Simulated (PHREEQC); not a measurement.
PHREEQC input (ion-association model, wateq4f.dat):

```
SOLUTION 1
  temp 20
  units mol/kgw
  pH 7 charge
  Cl 0.009
  Zn 0.0045
SOLUTION 2
  temp 20
  units mol/kgw
  pH 7 charge
  Cl 0.174
  Cu(2) 0.087
  B 0.00653
  F 0.00092
END
SELECTED_OUTPUT 1
  -reset false
  -pH true
  -pe true
  -ionic_strength true
  -water true
  -totals B Cl Cu F Zn Cu(1) Cu(2)
  -molalities H+ H3BO3 Cl- Cu+2 F- Zn+2 H2BO3- O2 OH- BF(OH)3-
    BF2(OH)2- BF3OH- BF4- HF HF2- CuCl2- CuCl3-2 Cu+ CuCl+ CuCl2
    CuCl3- CuCl4-2 CuF+ CuOH+ Cu(OH)2 Cu(OH)3- Cu(OH)4-2 Cu2(OH)2+2 ZnCl+ ZnCl2
    ZnCl3- ZnCl4-2 ZnF+ ZnOH+ Zn(OH)2 Zn(OH)3- Zn(OH)4-2 ZnOHCl H2F2
  -equilibrium_phases Cu(OH)2 Atacamite Zn(OH)2-e Zn5(OH)8Cl2 CuF2:2H2O ZnF2
PRINT
  -reset false
MIX 1
  1 1
  2 0
EQUILIBRIUM_PHASES 1
  Cu(OH)2 0 0
  Atacamite 0 0
  Zn(OH)2-e 0 0
  Zn5(OH)8Cl2 0 0
  CuF2:2H2O 0 0
  ZnF2 0 0
  O2(g) -0.68 10
END
# ... the last block is repeated for the other 20 points of share of solution B
```

Selected output (columns that matter, 15 of 21 rows; share of solution B added in front):

```
share of solution B	pH	mu	B	Cl	Cu	F	Zn	m_H+	m_H3BO3	m_Cl-	m_Cu+2	m_F-	m_Zn+2	m_OH-
0	5.7694	0.013387	0	0.009	0	0	0.0045	1.8805e-06	0	0.0089437	0	0	0.0044427	4.495e-09
0.05	4.3989	0.02556	0.0003265	0.01725	0.00435	4.6e-05	0.004275	4.5298e-05	0.00032649	0.017073	0.0042603	4.1081e-05	0.0041855	1.9899e-10
0.15	3.9678	0.049592	0.0009795	0.03375	0.01305	0.000138	0.003825	0.00012594	0.00097941	0.033182	0.012608	0.00011051	0.0036919	7.7438e-11
0.2	3.858	0.061479	0.001306	0.042	0.0174	0.000184	0.0036	0.00016384	0.0013058	0.041173	0.016711	0.00014105	0.0034531	6.1234e-11
0.3	3.706	0.08503	0.001959	0.0585	0.0261	0.000276	0.00315	0.00023622	0.0019583	0.057047	0.024798	0.00019632	0.0029874	4.4427e-11
0.35	3.649	0.096704	0.0022855	0.06675	0.03045	0.000322	0.002925	0.00027102	0.0022844	0.064934	0.028788	0.00022161	0.0027594	3.9448e-11
0.45	3.5573	0.11987	0.0029385	0.08325	0.03915	0.000414	0.002475	0.00033836	0.0029361	0.080615	0.036673	0.00026833	0.0023118	3.262e-11
0.5	3.5192	0.13137	0.003265	0.0915	0.0435	0.00046	0.00225	0.00037101	0.0032617	0.088412	0.04057	0.00028997	0.0020918	3.0164e-11
0.55	3.485	0.14281	0.0035915	0.09975	0.04785	0.000506	0.002025	0.00040304	0.003587	0.096182	0.044439	0.00031057	0.001874	2.8124e-11
0.65	3.4258	0.16554	0.0042445	0.11625	0.05655	0.000598	0.001575	0.00046532	0.0042368	0.11164	0.052097	0.0003488	0.0014447	2.4923e-11
0.7	3.3998	0.17684	0.004571	0.1245	0.0609	0.000644	0.00135	0.00049561	0.0045612	0.11934	0.055889	0.0003665	0.001233	2.3643e-11
0.8	3.3536	0.19928	0.005224	0.141	0.0696	0.000736	0.0009	0.0005545	0.0052089	0.13465	0.063399	0.00039918	0.00081521	2.1534e-11
0.85	3.3329	0.21043	0.0055505	0.14925	0.07395	0.000782	0.000675	0.0005831	0.0055322	0.14227	0.067119	0.00041419	0.00060893	2.0656e-11
0.95	3.2955	0.23261	0.0062035	0.16575	0.08265	0.000874	0.000225	0.00063863	0.0061774	0.15745	0.074494	0.0004416	0.00020137	1.9164e-11
1	3.2785	0.24364	0.00653	0.174	0.087	0.00092	0	0.00066555	0.0064993	0.165	0.07815	0.00045403	0	1.8525e-11
```

Species that the database lacks are ignored. Real BF4- forms and hydrolyses slowly; the run takes it at equilibrium.
